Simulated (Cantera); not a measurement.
## Equilibrium for metals in furnace atmospheres: Cu + NH3 + H2

Charge: 1 mol Cu, 1.1 mol NH3, 53 mol H2, at 0.100 bar.

These are equilibrium values from Cantera (NASA tables, ideal gas, pure condensed phases), not measurements of a reactor. Candidate condensed phases: Cu; 11 gas species. Rates play no part.

| T (K) | x H2 | x N2 | x Cu | x H | n Cu(s) | n Cu(l) |
|---|---|---|---|---|---|---|
| 1100 | 0.990 | 0.00996 | 5.95e-9 | 8.14e-8 | 1.00 | 0 |
| 1150 | 0.990 | 0.00996 | 2.89e-8 | 2.35e-7 | 1.000 | 0 |
| 1200 | 0.990 | 0.00996 | 1.23e-7 | 6.21e-7 | 1.000 | 0 |
| 1250 | 0.990 | 0.00996 | 4.64e-7 | 1.52e-6 | 1.000 | 0 |
| 1300 | 0.990 | 0.00996 | 1.58e-6 | 3.48e-6 | 1.000 | 0 |
| 1350 | 0.990 | 0.00996 | 4.89e-6 | 7.50e-6 | 1.000 | 0 |
| 1400 | 0.990 | 0.00996 | 1.35e-5 | 1.53e-5 | 0 | 0.999 |
| 1450 | 0.990 | 0.00996 | 3.44e-5 | 2.98e-5 | 0 | 0.998 |
| 1500 | 0.990 | 0.00996 | 8.22e-5 | 5.54e-5 | 0 | 0.995 |
| 1550 | 0.990 | 0.00996 | 0.000186 | 9.91e-5 | 0 | 0.990 |
| 1600 | 0.989 | 0.00996 | 0.000398 | 0.000171 | 0 | 0.978 |
| 1650 | 0.989 | 0.00995 | 0.000812 | 0.000286 | 0 | 0.955 |
x: gas mole fraction; n: condensed amount in mol.

From 1100 K to 1350 K the condensed part is Cu(s). From 1400 K to 1650 K the condensed part is Cu(l).
